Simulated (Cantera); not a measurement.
Feed: 1 mol SiH₄, 100 mol H₂, at 1673.15 K and 0.100 bar.

Method: chemical equilibrium by Gibbs-energy minimisation in Cantera with the NASA 1993 tables (ideal gas, pure condensed phases). Candidate condensed phases: Si; 9 gas species. Gases not in the tables: Si₂H₆ and higher silanes. Equilibrium is a limit: real reactors are often held back by kinetics, nucleation or transport.

Base state: H₂ 1.000, H 0.000361, SiH₂ 1.10e-5 (mole fractions); condensed: Si(s).

### Question
What changes in the equilibrium state with this change: SiH₄ replaced by SiH₂Cl₂?

### Answer
| species | before | after |
|---|---|---|
| H₂ | 1.000 | 0.981 |
| HCl | 0 | 0.0174 |
| SiCl₂ | 0 | 0.00111 |
| SiH₂ | 1.10e-5 | 1.08e-5 |
| H | 0.000361 | 0.000357 |
| Si(s), mol | 0.998 | 0.884 |
